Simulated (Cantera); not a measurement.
What does this Cantera script print?

```python
import numpy as np
import cantera as ct

gas = ct.Solution("gri30.yaml")
gas.TPX = 950, 880, {'H2': 0.087, 'O2': 1}
reactor = ct.IdealGasConstPressureReactor(gas, energy="off", clone=False)
net = ct.ReactorNet([reactor])
net.rtol, net.atol = 1e-08, 1e-18
show = ['H2', 'O2', 'OH', 'H', 'H2O']
times = np.geomspace(1e-06, 6, 12)

steps = ct.SolutionArray(gas, extra=["t"])
rows = []
print(f"{'t/s':>10s}{'T/K':>9s}{'P/Pa':>11s}" + "".join(f"{s:>11s}" for s in show))
for t in times:
    while net.time < t:
        t_next = net.step()
        steps.append(gas.state, t=t_next)
    rows.append([np.interp(t, steps.t, y) for y in (steps.T, steps.P, *steps(*show).X.T)])
    print(f"{t:10.3e}{rows[-1][0]:9.1f}{rows[-1][1]:11.4g}" + "".join(f"{x:11.3e}" for x in rows[-1][2:]))
rate = np.gradient(steps.T, steps.t)
print("integrator steps:", len(steps.t))
if steps.T.max() > steps.T[0] + 200:
    print(f"time of steepest temperature rise: {steps.t[rate.argmax()]:.4e} s")
gas.TPX = 950, 880, {'H2': 0.087, 'O2': 1}
gas.equilibrate("TP")
print(f"equilibrium (TP): T = {gas.T:.1f} K  " + "  ".join(f"{s} {gas[s].X[0]:.3e}" for s in show))
```

Result:

```
       t/s      T/K       P/Pa         H2         O2         OH          H        H2O
 1.000e-06    950.0        880  8.004e-02  9.200e-01  2.024e-16  1.115e-13  9.433e-19
 4.132e-06    950.0        880  8.004e-02  9.200e-01  3.107e-15  4.583e-13  4.765e-17
 1.708e-05    950.0        880  8.004e-02  9.200e-01  5.039e-14  1.856e-12  2.936e-15
 7.056e-05    950.0        880  8.004e-02  9.200e-01  7.105e-13  7.210e-12  1.744e-13
 2.916e-04    950.0        880  8.004e-02  9.200e-01  7.272e-12  2.842e-11  8.067e-12
 1.205e-03    950.0        880  8.004e-02  9.200e-01  1.001e-10  2.643e-10  3.751e-10
 4.979e-03    950.0        880  8.004e-02  9.200e-01  1.585e-07  3.999e-07  8.086e-07
 2.058e-02    950.0        880  2.560e-03  8.916e-01  1.983e-03  1.550e-02  7.020e-02
 8.503e-02    950.0        880  2.140e-04  9.143e-01  4.655e-04  3.844e-04  8.261e-02
 3.514e-01    950.0        880  1.042e-05  9.165e-01  9.767e-05  4.067e-06  8.330e-02
 1.452e+00    950.0        880  6.066e-07  9.166e-01  2.671e-05  8.071e-08  8.336e-02
 6.000e+00    950.0        880  5.779e-08  9.166e-01  9.379e-06  3.476e-09  8.337e-02
integrator steps: 1505
equilibrium (TP): T = 950.0 K  H2 1.702e-11  O2 9.166e-01  OH 1.777e-07  H 2.463e-14  H2O 8.337e-02
```

Computed with Cantera and GRI-Mech 3.0 (53 species, 325 reactions). Radical loss at walls, strong at low pressure, is not modelled. The temperature is held fixed by assumption; the heat of reaction is taken as removed at once.
